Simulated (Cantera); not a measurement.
# Thermodynamics of chemical vapour transport, feed Fe₂O₃ + H₂O

Input: 1 mol Fe₂O₃, 0.076 mol H₂O, equilibrated at 23000 Pa.

Cantera equilibrium calculation (NASA polynomials, part measured and part estimated; ideal gas, pure solids and liquids). Candidate condensed phases: Fe, FeO, Fe(OH)₂, Fe(OH)₃, Fe₂O₃, Fe₃O₄, H₂O; 12 gas species. Mutual solubility and eutectic melting of coexisting phases are not modelled. Rates play no part.

```csv
T (°C),x H₂O,x O₂,x OH,x O,x H₂,x Fe(OH)₂,n Fe₂O₃(s),n Fe₃O₄(s)
1102,0.999,0.000765,2.68e-5,3.67e-8,2.30e-5,4.08e-7,1.000,0.000231
1127,0.998,0.00159,4.14e-5,7.87e-8,2.36e-5,5.54e-7,0.999,0.000483
1152,0.997,0.00322,6.31e-5,1.64e-7,2.41e-5,7.44e-7,0.999,0.000982
1177,0.994,0.00635,9.46e-5,3.34e-7,2.46e-5,9.87e-7,0.997,0.00195
1202,0.988,0.0122,0.000140,6.62e-7,2.51e-5,1.29e-6,0.994,0.00377
1227,0.977,0.0231,0.000203,1.28e-6,2.54e-5,1.67e-6,0.989,0.00719
1252,0.957,0.0426,0.000291,2.44e-6,2.54e-5,2.12e-6,0.980,0.0136
1277,0.922,0.0771,0.000407,4.53e-6,2.50e-5,2.62e-6,0.962,0.0254
1302,0.863,0.137,0.000555,8.26e-6,2.39e-5,3.12e-6,0.928,0.0482
1327,0.761,0.238,0.000728,1.48e-5,2.16e-5,3.48e-6,0.857,0.0953
1352,0.591,0.408,0.000885,2.59e-5,1.71e-5,3.39e-6,0.685,0.210
1377,0.313,0.686,0.000880,4.47e-5,9.24e-6,2.23e-6,0,0.667
1402,0.313,0.686,0.00105,5.90e-5,1.21e-5,3.01e-6,0,0.667
1427,0.312,0.686,0.00125,7.72e-5,1.58e-5,4.01e-6,0,0.667
```
x: gas mole fraction; n: condensed amount in mol.

From 1102 °C to 1352 °C the condensed part is Fe₂O₃(s) + Fe₃O₄(s). From 1377 °C to 1427 °C the condensed part is Fe₃O₄(s). The main Fe-bearing gas is Fe(OH)₂ throughout.
